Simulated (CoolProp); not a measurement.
Chlorine along the isotherm 307.8 K: fugacity coefficient from the reference equation and from simpler models built on Tc = 416.9 K, pc = 7.642 MPa, ω = 0.070; each cubic takes its own stable root.

Computed with CoolProp (reference Helmholtz-energy equation of state, Thol 2021).

```csv
p (MPa),phase,reference,Redlich-Kwong,Soave-Redlich-Kwong,Peng-Robinson
1.33,liquid,0.6719,0.6979,0.6763,0.6697
2.67,liquid,0.3439,0.3582,0.3470,0.3425
4,liquid,0.2358,0.2462,0.2386,0.2346
5.33,liquid,0.1818,0.1903,0.1843,0.1807
6.67,liquid,0.1492,0.1566,0.1517,0.1482
8,liquid,0.1278,0.1344,0.1302,0.1267
9.33,liquid,0.1125,0.1186,0.1149,0.1115
10.7,liquid,0.1008,0.1065,0.1032,0.09977
12,liquid,0.09226,0.09770,0.09459,0.09119
13.3,liquid,0.08541,0.09065,0.08775,0.08433
14.7,liquid,0.07945,0.08450,0.08180,0.07834
16,liquid,0.07489,0.07982,0.07726,0.07376
17.3,liquid,0.07105,0.07588,0.07344,0.06991
18.7,liquid,0.06757,0.07231,0.06998,0.06639
20,liquid,0.06480,0.06949,0.06724,0.06360
```
